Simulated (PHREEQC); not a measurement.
Make-up at 5 °C: 3.8 mol CaCl2, 0.5 mol KCl and 0.00021 mol H4SiO4 per kg of water. Closed to the air; pH follows from the charge balance.

Model: Pitzer model, pitzer.dat, run in PHREEQC.

```
Property                    Value
-------------------  ------------
pH                           5.09
ionic strength       11.9 mol/kgw
activity of water           0.628
density               1.307 g/cm³
osmotic coefficient         2.082
```

```
species  molality  activity   log γ
-------  --------  --------  ------
Cl-          8.10      6.42  -0.101
Ca+2         3.80       157   1.617
K+          0.500     0.419  -0.077
H4SiO4   0.000210   0.00124   0.772
H+        2.98e-7   8.08e-6   1.434
H3SiO4-   2.37e-7   1.02e-8  -1.366
OH-       6.08e-8  1.45e-10  -2.623
```

This is a speciation only: nothing precipitates in the calculation. Saturation is exceeded, for instance for SiO2(a); the values hold only as long as no solid forms. In brines, pH and single-ion activities rest on the MacInnes convention. Away from 25 °C the constants follow the database's enthalpies or fits; those with neither stay at their 25 °C values.
